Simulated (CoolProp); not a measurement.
C2F6 (R116) at several states: fugacity coefficient from the reference equation and from simpler models built on Tc = 19.9 °C, pc = 3048 kPa, ω = 0.257; each cubic takes its own stable root.

Model: reference Helmholtz-energy equation of state, Lemmon 2006, in CoolProp. It is a short technical equation, of lower accuracy than the large ones.

| T (°C) | p (kPa) | phase | reference |
|---|---|---|---|
| 146.85 | 36.6 | gas | 0.9990 |
| -72.25 | 3340 | liquid | 0.04599 |
| -77.45 | 51.2 | gas | 0.9785 |
| 7.65 | 706 | gas | 0.9117 |
| 9.55 | 1680 | gas | 0.7950 |
| 78.85 | 182 | gas | 0.9896 |

Problem. How far does each simpler model (van der Waals, Redlich-Kwong) lie from the reference over these 6 states: mean and median of the absolute difference, and the worst?

Solution. 
- van der Waals: mean 49.4 %, median 1.1 %, worst +290.7 % at -72.25 °C and 3340 kPa
- Redlich-Kwong: mean 10.3 %, median 0.2 %, worst +60.8 % at -72.25 °C and 3340 kPa
